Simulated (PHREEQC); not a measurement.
A PHREEQC speciation (ion-association model, phreeqc.dat) at 50 °C gives pH 2.22 and these molalities:

```csv
species,mol/kgw
Cl-,0.0604
Cu+2,0.0125
H+,0.00734
FeOH+2,0.00399
FeCl+2,0.00277
CuCl+,0.00245
Fe+3,0.00207
Fe2(OH)2+4,0.00130
Fe(OH)2+,0.000246
FeCl2+,0.000129
Fe3(OH)4+5,6.18e-5
CuCl2,5.82e-5
```

### Question
What are the element totals, and what could have been dissolved in 1 kg of water to give them?

### Answer
Several could match; the one computed here: totals Cl 0.0660, Cu(2) 0.0150, Fe(3) 0.0120 mol/kgw, from 12 mmol/kgw FeCl3 and 15 mmol/kgw CuCl2.

Precipitation was switched off in this run. The solution is supersaturated, for example in Hematite (slow to form), Goethite (slow to form), so a real one may precipitate; this is no full list. Away from 25 °C the constants follow the database's enthalpies or fits; those with neither stay at their 25 °C values.
